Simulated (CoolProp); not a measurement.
Propylene along the isotherm 139.45 °C: fugacity coefficient from the reference equation and from simpler models built on Tc = 91.1 °C, pc = 4555 kPa, ω = 0.146; each cubic takes its own stable root.

Computed with CoolProp (reference Helmholtz-energy equation of state, Lemmon 2013).

| p (kPa) | phase | reference |
|---|---|---|
| 759 | gas | 0.9618 |
| 1520 | gas | 0.9243 |
| 2280 | gas | 0.8877 |
| 3040 | gas | 0.8517 |
| 3800 | gas | 0.8164 |
| 4550 | gas | 0.7822 |
| 5310 | supercritical | 0.7482 |
| 6070 | supercritical | 0.7147 |
| 6830 | supercritical | 0.6819 |
| 7590 | supercritical | 0.6501 |
| 8350 | supercritical | 0.6198 |
| 9110 | supercritical | 0.5918 |
| 9870 | supercritical | 0.5664 |
| 10600 | supercritical | 0.5445 |
| 11400 | supercritical | 0.5232 |

Question: How far does each simpler model (Redlich-Kwong, Peng-Robinson) lie from the reference over these 15 states: mean and median of the absolute difference, and the worst?

Answer: 
- Redlich-Kwong: mean 0.6 %, median 0.6 %, worst -1.1 % at 139.45 °C and 7590 kPa
- Peng-Robinson: mean 2.3 %, median 2.6 %, worst -3.2 % at 139.45 °C and 7590 kPa
